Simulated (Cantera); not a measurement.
Charge: 1 mol C, 0.67 mol NH3, held at 0.110 bar.

Method: chemical equilibrium by Gibbs-energy minimisation in Cantera with the NASA 1993 tables (ideal gas, pure condensed phases). Candidate condensed phases: C, C6H6, C7H8, C8H18; 92 gas species. The numbers say what is thermodynamically allowed, not how fast it happens.

x: gas mole fraction; n: condensed amount in mol.

| T (K) | x H2 | x H | x N2 | x HCN | x C2H2 (acetylene) | x HNC | x CN | n C(graphite) |
|---|---|---|---|---|---|---|---|---|
| 2175 | 0.731 | 0.0126 | 0.242 | 0.0117 | 0.00163 | 0.000888 | 6.83e-6 | 0.979 |
| 2275 | 0.720 | … | 0.239 | … | … | … | … | 0.969 |
| 2375 | 0.703 | 0.0357 | 0.234 | 0.0207 | 0.00437 | 0.00208 | 5.04e-5 | 0.957 |
| 2475 | 0.680 | 0.0559 | 0.228 | 0.0262 | 0.00661 | 0.00298 | 0.000120 | 0.941 |
| 2575 | 0.648 | 0.0841 | 0.221 | 0.0322 | 0.00953 | 0.00410 | 0.000268 | 0.921 |
| 2675 | 0.608 | 0.121 | 0.213 | 0.0383 | 0.0131 | 0.00541 | 0.000557 | 0.897 |
| 2775 | 0.558 | 0.169 | 0.202 | 0.0442 | 0.0171 | 0.00687 | 0.00109 | 0.869 |
| 2875 | … | … | 0.191 | … | … | … | … | 0.834 |
| 2975 | 0.433 | 0.290 | 0.179 | 0.0533 | 0.0250 | 0.00985 | 0.00359 | 0.790 |

Complete the blanks.


- 2275, x H: 0.0217
- 2275, x HCN: 0.0158
- 2275, x C2H2 (acetylene): 0.00274
- 2275, x HNC: 0.00139
- 2275, x CN: 1.94e-5
- 2875, x H2: 0.499
- 2875, x H: 0.225
- 2875, x HCN: 0.0493
- 2875, x C2H2 (acetylene): 0.0213
- 2875, x HNC: 0.00840
- 2875, x CN: 0.00203
